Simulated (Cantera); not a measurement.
## Ignition delay

Mixture: 16.2 % H2, 17.6 % O2, 66.2 % N2, equivalence ratio 0.46, at 1.00 bar, adiabatic and at constant volume. Ignition delay is the time to a rise of 400 K.

Detailed kinetics in Cantera: GRI-Mech 3.0 (53 species, 325 reactions). Below about 950 K walls govern HO2 and H2O2 in real vessels. Where the delays flatten at high temperature, the 400 K rule measures the pace of heat release, not the induction time.

| T0 (K) | delay (ms) |
|---|---|
| 948 | 10.4 |
| 1023 | 0.201 |
| 1098 | 0.0927 |
| 1173 | 0.0566 |
| 1248 | 0.0394 |
| 1323 | 0.0300 |
| 1398 | 0.0245 |
| 1473 | 0.0214 |
| 1548 | 0.0199 |
| 1623 | 0.0194 |
